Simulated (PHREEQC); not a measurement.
**Acid mine or pickling water**

A made-up water analysis in mg/L, 25 °C, pH 2.75, pe 12.8: Na 1580; K 209; Ca 106; Mg 52.6; Cl 1230; S(6) as SO4 2680; Zn 3.54.

Valence states are taken as typed.

The numbers come from PHREEQC with the ion-association model, phreeqc.dat.

This is a speciation only: nothing precipitates in the calculation.

Problem. Estimate the ionic strength.

Solution. ionic strength 0.106 mol/kgw.

Problem. In which forms is Ca present?

Solution. Ca+2 65 %, CaSO4 34 %, CaHSO4+ 0.5 % of the Ca.
